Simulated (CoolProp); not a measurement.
Properties of R143a along the isotherm 387.2 K (Tc = 345.9 K, pc = 3762 kPa, ω = 0.261).

Model: reference Helmholtz-energy equation of state, Lemmon and Jacobsen 2000, in CoolProp.

```tsv
p (kPa)	phase	isothermal compressibility (1/MPa)	Prandtl number
119	gas	8.471	0.658
179	gas	5.654	0.660
271	gas	3.759	0.664
408	gas	…	0.669
616	gas	1.695	0.678
930	gas	1.150	0.692
1400	gas	0.7944	0.716
2120	gas	…	0.761
3190	gas	0.4213	0.858
4810	supercritical	0.3564	1.14
7260	supercritical	0.2230	2.11
11000	supercritical	0.04739	2.10
16500	supercritical	0.01862	2.04
24900	supercritical	…	2.04
37600	supercritical	…	2.09
```

Q: What belongs in the gaps?

A: 
- 408, isothermal compressibility (1/MPa): 2.521
- 2120, isothermal compressibility (1/MPa): 0.5612
- 24900, isothermal compressibility (1/MPa): 0.009323
- 37600, isothermal compressibility (1/MPa): 0.005212

Viscosity comes from a separate model (Klein 1997), an estimate that may be off by 10 % or more. Thermal conductivity comes from a separate model (McLinden 2000), an estimate that may be off by 10 % or more.
